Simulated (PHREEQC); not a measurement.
Consider water at 50 °C with 4.5 mmol/kgw NH3. It is in equilibrium with CO2 at log p = -1 (atm). Otherwise closed; pH follows from the charge balance.

The numbers come from PHREEQC with the ion-association model, phreeqc.dat.

```
quantity                   before     after
------------------------  -------  --------
pH                           6.61      6.72
ionic strength (mol/kgw)  0.00445   0.00436
HCO3- (mol/kgw)           0.00445   0.00435
CO2 (mol/kgw)             0.00194   0.00152
NH3 (mol/kgw)             4.88e-5  0.000143
CO3-2 (mol/kgw)           1.52e-6   2.10e-6
```

Problem. Which change was made?
A) diluted 5-fold with water
B) NH3 from 0.0045 to 0.045 mol/kgw
C) temperature from 50 to 65 °C
D) NH3 replaced by NH4HS at the same molality
E) NH3 replaced by NH4Br at the same molality

Solution. C, temperature from 50 to 65 °C

Precipitation was switched off in this run. Away from 25 °C the constants follow the database's enthalpies or fits; those with neither stay at their 25 °C values.
